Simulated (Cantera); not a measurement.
A closed system holds: 1 mol TiCl₄, 1.2 mol CH₄, 0.062 mol C₃H₈, equilibrated at 0.120 bar.

Equilibrium computed with Cantera from the NASA thermochemical tables; the gas is ideal and each condensed phase is pure. Candidate condensed phases: C, C₆H₆, C₇H₈, C₈H₁₈, Ti, TiC, TiCl₂, TiCl₃, TiCl₄; 96 gas species. TiC: taken at fixed stoichiometry. Rates play no part.

Q: What share of the Ti ends up in condensed phases as a function of T (K), at 1423, 1523, 1623, 1723, 1823, 1923, 2023, 2123, 2223?

A: 
| T (K) | Ti condensed (%) | as |
|---|---|---|
| 1423 | 41.5 | TiC(s) |
| 1523 | 47.7 | TiC(s) |
| 1623 | 53.1 | TiC(s) |
| 1723 | 57.6 | TiC(s) |
| 1823 | 61.4 | TiC(s) |
| 1923 | 64.6 | TiC(s) |
| 2023 | 67.2 | TiC(s) |
| 2123 | 69.3 | TiC(s) |
| 2223 | 71.0 | TiC(s) |
